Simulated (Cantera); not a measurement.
What does this Cantera script print?

```python
import numpy as np
import cantera as ct

gas_names = [...]  # 113 gases of nasa_gas.yaml made of C, H, O, Ta
cond_names = """
    C(gr) C6H6(L) C7H8(L) C8H18(L),n-octa H2O(s) H2O(L) Ta(cr) Ta(L) TaC(s) TaC(L) Ta2O5(s) Ta2O5(L)
""".split()


# ... load() reads the species with a 1 bar reference pressure and builds the phases ...
atoms = {
    'Ta2O5': {'Ta': 2, 'O': 5},
    'C': {'C': 1},
    'H2': {'H': 2},
}
top_T = {'C(gr)': 4500}  # K; cautious upper limits of use, not melting points


# ... equilibrate(T, P, feed) seeds the gas with the atoms and calls Mixture.equilibrate('TP', solver="vcs", rtol=1e-11, max_steps=5000) ...
results = []
feed = {'Ta2O5': 1, 'C': 5, 'H2': 3.7}  # mol
P = 650  # Pa
for T in [1623, 1673, 1723, 1773, 1823, 1873, 1923, 1973, 2023, 2073]:
    mix = equilibrate(T, P, feed)
    results.append((T, P, feed, dict(zip(mix.species_names, mix.species_moles))))
    x = sorted(zip(gas.X, gas.species_names), reverse=True)
    print(f"T = {T:g} K  P = {P:g} Pa  gas = {mix.phase_moles(0):.4g} mol")
    print("   x: " + "  ".join(f"{s} {v:.3e}" for v, s in x if v > 1e-06))
    print("   condensed (mol): " + ("  ".join(f"{mix.phase(i).name} {mix.phase_moles(i):.4g}"
          for i in range(1, mix.n_phases) if mix.phase_moles(i) > 1e-12) or "none"))
```

Output:

```
T = 1623 K  P = 650 Pa  gas = 7.272 mol
   x: H2 5.079e-01  CO 4.907e-01  H2O 6.273e-04  H 6.110e-04  CO2 1.955e-04
   condensed (mol): TaC(s) 1.43  Ta2O5(s) 0.2849
T = 1673 K  P = 650 Pa  gas = 7.273 mol
   x: H2 5.075e-01  CO 4.906e-01  H 1.006e-03  H2O 6.665e-04  CO2 1.948e-04
   condensed (mol): TaC(s) 1.43  Ta2O5(s) 0.2848
T = 1723 K  P = 650 Pa  gas = 7.275 mol
   x: H2 5.071e-01  CO 4.904e-01  H 1.611e-03  H2O 7.049e-04  CO2 1.942e-04
   condensed (mol): TaC(s) 1.43  Ta2O5(s) 0.2848
T = 1773 K  P = 650 Pa  gas = 7.279 mol
   x: H2 5.063e-01  CO 4.902e-01  H 2.511e-03  H2O 7.425e-04  CO2 1.936e-04  TaO2 1.168e-06
   condensed (mol): TaC(s) 1.431  Ta2O5(s) 0.2847
T = 1823 K  P = 650 Pa  gas = 7.283 mol
   x: H2 5.053e-01  CO 4.899e-01  H 3.820e-03  H2O 7.788e-04  CO2 1.931e-04  TaO2 3.872e-06
   condensed (mol): TaC(s) 1.431  Ta2O5(s) 0.2847
T = 1873 K  P = 650 Pa  gas = 7.29 mol
   x: H2 5.039e-01  CO 4.894e-01  H 5.683e-03  H2O 8.136e-04  CO2 1.925e-04  TaO2 1.201e-05  TaO 1.459e-06
   condensed (mol): TaC(s) 1.431  Ta2O5(s) 0.2846
T = 1923 K  P = 650 Pa  gas = 7.3 mol
   x: H2 5.019e-01  CO 4.888e-01  H 8.278e-03  H2O 8.465e-04  CO2 1.919e-04  TaO2 3.504e-05  TaO 5.166e-06  OH 1.202e-06
   condensed (mol): TaC(s) 1.431  Ta2O5(s) 0.2845
T = 1973 K  P = 650 Pa  gas = 7.313 mol
   x: H2 4.991e-01  CO 4.879e-01  H 1.182e-02  H2O 8.770e-04  CO2 1.912e-04  TaO2 9.661e-05  TaO 1.713e-05  OH 1.972e-06
   condensed (mol): TaC(s) 1.431  Ta2O5(s) 0.2843
T = 2023 K  P = 650 Pa  gas = 8.757 mol
   x: CO 5.695e-01  H2 4.142e-01  H 1.516e-02  H2O 6.857e-04  CO2 2.020e-04  TaO2 1.610e-04  TaO 3.756e-05  OH 2.614e-06
   condensed (mol): Ta(cr) 1.987  TaC(s) 0.01095
T = 2073 K  P = 650 Pa  gas = 8.786 mol
   x: CO 5.681e-01  H2 4.102e-01  H 2.089e-02  H2O 4.585e-04  CO2 1.310e-04  TaO2 1.108e-04  TaO 4.697e-05  OH 2.656e-06
   condensed (mol): Ta(cr) 1.991  TaC(s) 0.007564
```

Equilibrium computed with Cantera from the NASA thermochemical tables; the gas is ideal and each condensed phase is pure. Mutual solubility and eutectic melting of coexisting phases are not modelled. TaC: taken at fixed stoichiometry. Condensed phases not in the tables: Ta2C, N, O or C dissolved in the metal.
